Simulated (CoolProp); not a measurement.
Model: reference Helmholtz-energy equation of state, Jacobsen 1992, in CoolProp.

Give the vapour pressure (MPa), liquid density (kg/m³), liquid conductivity (mW/(m K)) of saturated R11 at 303.7, 349.3 K.


```tsv
T (K)	p (MPa)	liquid density (kg/m³)	liquid conductivity (mW/(m K))
303.7	0.128	1460	85.2
349.3	0.476	1350	72.6
```

Thermal conductivity comes from a separate model (McLinden 2000), an estimate that may be off by 10 % or more.
